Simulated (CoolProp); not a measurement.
Vapour-liquid equilibrium of R13 (1) + propylene (2) at 197.5 K; x and y are mole fractions of (1).

Values from CoolProp's multi-fluid Helmholtz-energy mixture model, Platzer 1990 and Lemmon 2013; pair parameters Bell 2016. This equation is an older, rougher fit; its heat capacities, sound speeds and derivatives of the liquid may be far off and weren't checked against measurements.

| x | bubble pressure (MPa) | y at the bubble point | dew pressure at overall composition x (MPa) | liquid density (mol/L) |
|---|---|---|---|---|
| 0.05 | 0.03655 | 0.397 | 0.02412 | 15.24 |
| 0.15 | 0.05813 | 0.651 | [?] | 15.13 |
| 0.25 | [?] | 0.748 | 0.03002 | 15.02 |
| 0.35 | 0.08620 | 0.801 | 0.03418 | 14.90 |
| 0.45 | 0.09576 | 0.837 | 0.03965 | 14.80 |
| 0.55 | 0.1038 | 0.865 | [?] | 14.69 |
| 0.65 | 0.1110 | 0.890 | 0.05795 | 14.60 |
| 0.75 | 0.1180 | [?] | 0.07442 | 14.51 |
| 0.85 | 0.1251 | 0.944 | 0.09954 | 14.43 |
| 0.95 | [?] | 0.979 | 0.1266 | [?] |

### Question
Some entries are withheld; supply them.

### Answer

- 0.15, dew pressure at overall composition x (MPa): 0.02675
- 0.25, bubble pressure (MPa): 0.07410
- 0.55, dew pressure at overall composition x (MPa): 0.04715
- 0.75, y at the bubble point: 0.915
- 0.95, bubble pressure (MPa): 0.1326
- 0.95, liquid density (mol/L): 14.37

No azeotrope shows between x = 0.05 and 0.95.

Pair parameters are fitted to limited data, so mixtures are less certain than the pure fluids.
